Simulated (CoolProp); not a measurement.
Hexamethyldisiloxane (MM) along the isotherm 290.55 °C: fugacity coefficient from the reference equation and from simpler models built on Tc = 245.6 °C, pc = 1.931 MPa, ω = 0.418; each cubic takes its own stable root.

Computed with CoolProp (reference Helmholtz-energy equation of state, Thol 2016).

| p (MPa) | phase | reference | Redlich-Kwong | Soave-Redlich-Kwong | Peng-Robinson |
|---|---|---|---|---|---|
| 0.0305 | gas | 0.9958 | 0.9958 | 0.9961 | 0.9955 |
| 0.0493 | gas | 0.9932 | 0.9932 | 0.9937 | 0.9928 |
| 0.0797 | gas | 0.9891 | 0.9890 | 0.9898 | 0.9883 |
| 0.129 | gas | 0.9823 | 0.9822 | 0.9834 | 0.9811 |
| 0.208 | gas | 0.9716 | 0.9714 | 0.9734 | 0.9697 |
| 0.336 | gas | 0.9543 | 0.9540 | 0.9572 | 0.9514 |
| 0.543 | gas | 0.9266 | 0.9261 | 0.9312 | 0.9222 |
| 0.877 | gas | 0.8827 | 0.8818 | 0.8901 | 0.8765 |
| 1.42 | gas | 0.8136 | 0.8114 | 0.8250 | 0.8051 |
| 2.29 | supercritical | 0.7091 | 0.7012 | 0.7247 | 0.6982 |
| 3.7 | supercritical | 0.5592 | 0.5426 | 0.5815 | 0.5519 |
| 5.98 | supercritical | 0.4252 | 0.4172 | 0.4560 | 0.4246 |
| 9.66 | supercritical | 0.3473 | 0.3451 | 0.3821 | 0.3461 |
